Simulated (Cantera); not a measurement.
A Cantera script and what it prints.

```python
import numpy as np
import cantera as ct

gas_names = """
    AL ALCL ALCL2 ALCL3 ALH AL2 AL2CL6 CL CL2 H HCL H2
""".split()
cond_names = """
    AL(cr) AL(L) ALCL3(s) ALCL3(L)
""".split()


# ... load() reads the species with a 1 bar reference pressure and builds the phases ...
atoms = {
    'AlCl3': {'AL': 1, 'CL': 3},
    'HCl': {'H': 1, 'CL': 1},
    'H2': {'H': 2},
}
top_T = {}  # K; cautious upper limits of use, not melting points


# ... equilibrate(T, P, feed) seeds the gas with the atoms and calls Mixture.equilibrate('TP', solver="vcs", rtol=1e-11, max_steps=5000) ...
results = []
feed = {'AlCl3': 1, 'HCl': 0.93, 'H2': 320}  # mol
T = 1250  # K
P = 450  # Pa
mix = equilibrate(T, P, feed)
results.append((T, P, feed, dict(zip(mix.species_names, mix.species_moles))))
print(gas.report(threshold=0.001))
for i in range(1, mix.n_phases):
    print(f"{mix.phase(i).name:16s} {mix.phase_moles(i):12.5e} mol")
```

Output:

```
       temperature   1250 K
          pressure   450 Pa
           density   0.00010909 kg/m^3
  mean mol. weight   2.5195 kg/kmol
   phase of matter   gas

                          1 kg             1 kmol
                     ---------------   ---------------
          enthalpy        1.0691e+07        2.6936e+07  J
   internal energy         6.566e+06        1.6543e+07  J
           entropy             87094        2.1943e+05  J/K
    Gibbs function       -9.8177e+07       -2.4735e+08  J
 heat capacity c_p             12466             31408  J/K
 heat capacity c_v            9166.2             23094  J/K

                      mass frac. Y      mole frac. X     chem. pot. / RT
                     ---------------   ---------------   ---------------
              ALCL          0.034973         0.0014113           -47.268
             ALCL3          0.074306         0.0014041           -112.32
               HCL          0.086721          0.005993           -44.276
                H2           0.79289            0.9909           -23.501
     [   +8 minor]          0.011114        0.00029319

AL(L)             0.00000e+00 mol
ALCL3(L)          0.00000e+00 mol
```

Cantera equilibrium calculation (NASA polynomials, part measured and part estimated; ideal gas, pure solids and liquids). The tables' values for AlCl2 are old estimates; treat these amounts as uncertain.
